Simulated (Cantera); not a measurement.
Input: 1 mol Si, 1.2 mol HCl, 0.18 mol H2, 2.4 mol F2, at 1175 K and 14.0 Pa.

Method: chemical equilibrium by Gibbs-energy minimisation in Cantera with the NASA 1993 tables (ideal gas, pure condensed phases). Candidate condensed phases: Si; 37 gas species. Kinetics and transport are ignored.

Base state: SiF4 0.348, HF 0.278, HCl 0.265, Cl 0.0644, Cl2 0.0444 (mole fractions); condensed: gas only.

### Question
What changes in the equilibrium state with this change: F2 from 2.4 to 3 mol?

### Answer
```csv
species,before,after
HF,0.278,0.433
SiF4,0.348,0.278
Cl,0.0644,0.0867
HCl,0.265,1.64e-6
ClF,1.90e-7,0.0861
F,1.07e-7,0.0361
Cl2,0.0444,0.0802
```
